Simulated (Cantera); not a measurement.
A closed system holds: 1 mol C2H6, 0.011 mol NH3, 17 mol H2, held at 1300 °C and 280 Pa.

Equilibrium computed with Cantera from the NASA thermochemical tables; the gas is ideal and each condensed phase is pure. Candidate condensed phases: C, C6H6, C7H8, C8H18; 92 gas species. Rates play no part.

### Question
What is the equilibrium state?

### Answer
```
Quantity                Result
-------------------  ---------
x(H2)                    0.999
x(H)                  0.000768
x(N2)                 0.000260
x(HCN)                 2.78e-5
x(C2H2 (acetylene))    2.06e-5
x(CH4)                 5.13e-6
n(C(graphite))        2.00 mol
gas amount           20.03 mol
```
